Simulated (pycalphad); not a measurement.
Source of the numbers: pycalphad with the COST 507 light-alloy database (1999); pressure 1 atm. These are 1990s assessments: newer ones move some temperatures and phases. Phase fractions are per mole of atoms. Kinetics are ignored, which matters at the lower temperatures.

Task: Give the equilibrium state of Al-1.73Si-10.27Mg (at.%) at 497 °C.

Result: 
```
T = 770.00 K, P = 101325 Pa, N = 1 mol of atoms
G = -30932 J/mol, H = 12289 J/mol, S = 56.13 J/(mol K)  (SER reference)
chemical potentials (J/mol): Al -28971, Si -54174, Mg -43826
phase             fraction      x(Al)      x(Si)      x(Mg)
FCC_A1              0.9482     0.9281   4.14e-05     0.0719
MG2SI               0.0518       none     0.3333     0.6667
```

Task: Give the equilibrium state of Al-1.73Si-10.27Mg (at.%) at 97 °C.

Result: FCC_A1, fraction 0.802, with <0.01 Si, 1.4 Mg at.%; ALMG_BETA, fraction 0.146, with no Si, 38.9 Mg at.%; MG2SI, fraction 0.052, with 33.3 Si, 66.7 Mg at.%.

Database names, with the compositions (at.%) that they take in these runs: MG2SI: Mg 67 Si 33; ALMG_BETA: Al 61 Mg 39. FCC_A1 is fcc. An entry "none" or "no" means that the model of the phase leaves that element out.
